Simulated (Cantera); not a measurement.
A closed system holds: 1 mol MgCl2, 2.6 mol O2, 67 mol H2, at 0.140 bar.

Equilibrium computed with Cantera from the NASA thermochemical tables; the gas is ideal and each condensed phase is pure. Candidate condensed phases: H2O, Mg, MgCl2, MgO, Mg(OH)2; 22 gas species. Rates play no part. All values below are at 1848 K.

Base state: H2 0.907, H2O 0.0624, HCl 0.0282, H 0.00135, MgCl2 0.000567, Mg 0.000149, Cl 3.19e-5, MgCl 1.27e-5 (mole fractions); condensed: MgO(s).

What changes in the equilibrium state with this change: pressure from 0.140 bar to 21.0 Pa?


```
species        before     after
-----------  --------  --------
H2              0.907     0.850
H2O            0.0624    0.0738
H             0.00135    0.0337
Mg           0.000149    0.0141
HCl            0.0282    0.0274
OH            6.83e-6  0.000216
Cl            3.19e-5  0.000828
MgCl2        0.000567   8.12e-5
MgOH          3.17e-6   1.42e-5
MgCl          1.27e-5   4.65e-5
MgO(s), mol     0.950         0
```

What changes in the equilibrium state with this change: O2 from 2.6 to 0.067 mol?


| species | before | after |
|---|---|---|
| H2 | 0.907 | 0.968 |
| HCl | 0.0282 | 0.0150 |
| MgCl2 | 0.000567 | 0.00692 |
| H2O | 0.0624 | 0.00145 |
| MgH | 7.47e-7 | 3.53e-5 |
| Mg | 0.000149 | 0.00684 |
| MgO(s), mol | 0.950 | 0.0341 |
The tables' values for MgH are old estimates; treat these amounts as uncertain.
